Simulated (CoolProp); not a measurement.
Vapour-liquid equilibrium of CH2F2 (R32) (1) + fluoroethane (R161) (2) at 249.5 K; x and y are mole fractions of (1).

The numbers come from the multi-fluid Helmholtz-energy mixture model, Tillner-Roth 1997 and Wu 2012; pair parameters Bell 2016 in CoolProp.

Give the bubble pressure and the first vapour's composition at x = 0.35, 0.8, 0.95. Is there an azeotrope?

x = 0.35: 0.2543 MPa, y = 0.504; x = 0.8: 0.3236 MPa, y = 0.868; x = 0.95: 0.3455 MPa, y = 0.968. No azeotrope shows between x = 0.05 and 0.95.

Pair parameters are fitted to limited data, so mixtures are less certain than the pure fluids.
